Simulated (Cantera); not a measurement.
# Premixed flame

A freely propagating, adiabatic, planar premixed flame of 6.48 % CH₄, 15.8 % O₂, 77.7 % N₂, equivalence ratio 0.82, unburnt at 300 K and 750 Torr; mixture-averaged transport, grid criteria slope 0.08 and curve 0.16, no radiation.

Detailed kinetics in Cantera: GRI-Mech 3.0 (53 species, 325 reactions). Burning velocities carry a grid error of a few per cent, more on coarse grids.

| z (mm) | T (K) | u (m/s) | x CH₄ | x O₂ | x N₂O | x NO | x CH₂ | x NO₂ |
|---|---|---|---|---|---|---|---|---|
| -2.72 | 300 | 0.136 | 0.0647 | 0.158 | <1e-8 | <1e-8 | <1e-8 | <1e-8 |
| -1.82 | 304 | 0.138 | 0.0645 | 0.158 | <1e-8 | <1e-8 | <1e-8 | <1e-8 |
| -1.36 | 319 | 0.145 | 0.0636 | 0.157 | <1e-8 | <1e-8 | <1e-8 | 1.60e-8 |
| -0.908 | 415 | 0.189 | 0.0586 | 0.150 | <1e-8 | 2.83e-8 | <1e-8 | 1.32e-7 |
| -0.454 | 809 | 0.371 | 0.0384 | 0.118 | 3.32e-8 | 6.30e-7 | <1e-8 | 2.96e-7 |
| -0.227 | 1148 | 0.528 | 0.0203 | 0.0870 | 7.16e-8 | 1.62e-6 | 2.92e-7 | 6.73e-8 |
| 0 | 1475 | 0.678 | 0.00359 | 0.0527 | 1.34e-7 | 2.81e-6 | 7.23e-6 | <1e-8 |
| 0.227 | 1600 | 0.732 | 9.08e-5 | 0.0375 | 2.12e-7 | 4.03e-6 | 6.91e-7 | <1e-8 |
| 0.454 | 1650 | 0.753 | 1.39e-6 | 0.0336 | 2.58e-7 | 4.73e-6 | 1.43e-8 | <1e-8 |
| 0.908 | 1703 | 0.775 | <1e-8 | 0.0311 | 3.08e-7 | 5.45e-6 | <1e-8 | <1e-8 |
| 1.82 | 1743 | 0.791 | <1e-8 | 0.0296 | 3.70e-7 | 6.06e-6 | <1e-8 | <1e-8 |
| 3.63 | 1764 | 0.800 | <1e-8 | 0.0290 | 3.61e-7 | 6.47e-6 | <1e-8 | <1e-8 |
| 7.26 | 1771 | 0.803 | <1e-8 | 0.0288 | 2.09e-7 | 6.69e-6 | <1e-8 | <1e-8 |
x: mole fraction of selected species; z is measured from the peak of heat release.

```yaml
laminar_burning_velocity: 13.6 cm/s
thermal_thickness: 0.908 mm
peak x(CH₂): 7.27e-6
grid_points: 146
```
